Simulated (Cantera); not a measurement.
An isothermal, constant-pressure homogeneous reactor starts with CH4 : H2 = 1 : 2 (molar parts), at 1648 K and 0.0148 atm.

Computed with Cantera and GRI-Mech 3.0 (53 species, 325 reactions). GRI-Mech 3.0 stops at C3 and has no aromatics, soot or wall deposition, so with more carbon than oxygen in the feed, carbon stays in small species such as C2H2 where larger ones or solid carbon would form. Radical loss at walls, strong at low pressure, is not modelled.

Q: Predict: x(CH4) at 2.00 s; x(H2) at 2.00 s; x(C2H2) at 2.00 s; x(CH3) at 2.00 s; x(C2H) at 2.00 s; x(CH2) at 2.00 s.

A: 
| Item | Value |
|---|---|
| x(CH4) at 2.00 s | 0.0305 (gas-phase equilibrium 0.000859) |
| x(H2) at 2.00 s | 0.855 (gas-phase equilibrium 0.874) |
| x(C2H2) at 2.00 s | 0.113 (gas-phase equilibrium 0.125) |
| x(CH3) at 2.00 s | 0.000399 (gas-phase equilibrium 1.37e-5) |
| x(C2H) at 2.00 s | 3.15e-7 (gas-phase equilibrium 4.21e-7) |
| x(CH2) at 2.00 s | 2.21e-7 (gas-phase equilibrium 1.05e-8) |
